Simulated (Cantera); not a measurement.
Charge: 1 mol Si, 5.3 mol HCl, 34 mol H2, equilibrated at 1000 Pa.

Equilibrium computed with Cantera from the NASA thermochemical tables; the gas is ideal and each condensed phase is pure. Candidate condensed phases: Si; 19 gas species. The tables' values for SiCl3 are old estimates; treat these amounts as uncertain. Kinetics and transport are ignored. All values below are at 898 K.

Base state: H2 0.938, HCl 0.0358, SiCl4 0.0242, SiHCl3 0.00177, SiCl3 7.35e-5, SiH2Cl2 1.22e-5, SiCl2 1.08e-5 (mole fractions); condensed: gas only.

Problem. What changes in the equilibrium state with this change: HCl from 5.3 to 14 mol?

Solution. 
```
species   before     after
-------  -------  --------
H2         0.938     0.766
HCl       0.0358     0.213
SiCl4     0.0242    0.0211
SiH2Cl2  1.22e-5   1.99e-7
SiCl2    1.08e-5   2.16e-7
SiHCl3   0.00177  0.000211
```
